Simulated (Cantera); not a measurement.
Standard-state values (1 bar) from the NASA 1993 polynomials, evaluated with Cantera. Values are per mole of reaction as written; species without (g) are pure solids or liquids, kept so even where they would boil at 1 bar.

Between 300 and 625 K, where is each reaction favourable under standard conditions?
- 2 N2(g) + 6 H2S(g) + 3 Fe → 3 FeS2 + 4 NH3(g)


- 2 N2(g) + 6 H2S(g) + 3 Fe → 3 FeS2 + 4 NH3(g): ΔG° is -344 kJ at 300 K and -95 kJ at 625 K; it stays negative (K > 1). ΔH° is -573 kJ and ΔS° -766 J/K at 625 K.
